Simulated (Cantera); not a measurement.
**Thermodynamics of halide evaporation, hydrolysis and transport, feed MgF2 + O2 + N2**

Charge: 1 mol MgF2, 0.19 mol O2, 12 mol N2, held at 1.20e-5 bar.

Cantera equilibrium calculation (NASA polynomials, part measured and part estimated; ideal gas, pure solids and liquids). Candidate condensed phases: Mg, MgF2, MgO; 24 gas species. The numbers say what is thermodynamically allowed, not how fast it happens.

From 1498 K to 2148 K nothing is condensed. The main Mg-bearing gas is MgF2 throughout.

```json
[
 {"T (K)": "1498", "x N2": "0.910", "x MgF2": "0.0758", "x F": "2.00e-5", "x O": "0.000136", "x O2": "0.0142", "x Mg": "3.55e-7", "x MgF": "1.81e-5"},
 {"T (K)": "1548", "x N2": "0.909", "x MgF2": "0.0758", "x F": "4.12e-5", "x O": "0.000261", "x O2": "0.0141", "x Mg": "1.25e-6", "x MgF": "3.87e-5"},
 {"T (K)": "1598", "x N2": "0.909", "x MgF2": "0.0757", "x F": "8.40e-5", "x O": "0.000482", "x O2": "0.0139", "x Mg": "3.81e-6", "x MgF": "7.64e-5"},
 {"T (K)": "1648", "x N2": "0.909", "x MgF2": "0.0756", "x F": "0.000165", "x O": "0.000854", "x O2": "0.0136", "x Mg": "1.07e-5", "x MgF": "0.000144"},
 {"T (K)": "1698", "x N2": "0.908", "x MgF2": "0.0755", "x F": "0.000314", "x O": "0.00146", "x O2": "0.0133", "x Mg": "2.78e-5", "x MgF": "0.000258"},
 {"T (K)": "1748", "x N2": "0.908", "x MgF2": "0.0752", "x F": "0.000579", "x O": "0.00239", "x O2": "0.0127", "x Mg": "6.73e-5", "x MgF": "0.000444"},
 {"T (K)": "1798", "x N2": "0.907", "x MgF2": "0.0747", "x F": "0.00104", "x O": "0.00377", "x O2": "0.0120", "x Mg": "0.000153", "x MgF": "0.000735"},
 {"T (K)": "1848", "x N2": "0.905", "x MgF2": "0.0740", "x F": "0.00182", "x O": "0.00571", "x O2": "0.0109", "x Mg": "0.000326", "x MgF": "0.00117"},
 {"T (K)": "1898", "x N2": "0.903", "x MgF2": "0.0728", "x F": "0.00312", "x O": "0.00826", "x O2": "0.00952", "x Mg": "0.000658", "x MgF": "0.00180"},
 {"T (K)": "1948", "x N2": "0.899", "x MgF2": "0.0711", "x F": "0.00520", "x O": "0.0114", "x O2": "0.00787", "x Mg": "0.00126", "x MgF": "0.00267"},
 {"T (K)": "1998", "x N2": "0.895", "x MgF2": "0.0685", "x F": "0.00846", "x O": "0.0148", "x O2": "0.00607", "x Mg": "0.00231", "x MgF": "0.00384"},
 {"T (K)": "2048", "x N2": "0.889", "x MgF2": "0.0647", "x F": "0.0134", "x O": "0.0182", "x O2": "0.00432", "x Mg": "0.00404", "x MgF": "0.00532"},
 {"T (K)": "2098", "x N2": "0.881", "x MgF2": "0.0596", "x F": "0.0207", "x O": "0.0210", "x O2": "0.00283", "x Mg": "0.00678", "x MgF": "0.00709"},
 {"T (K)": "2148", "x N2": "0.871", "x MgF2": "0.0527", "x F": "0.0308", "x O": "0.0231", "x O2": "0.00172", "x Mg": "0.0109", "x MgF": "0.00903"}
]
```
x: gas mole fraction; nothing condenses.
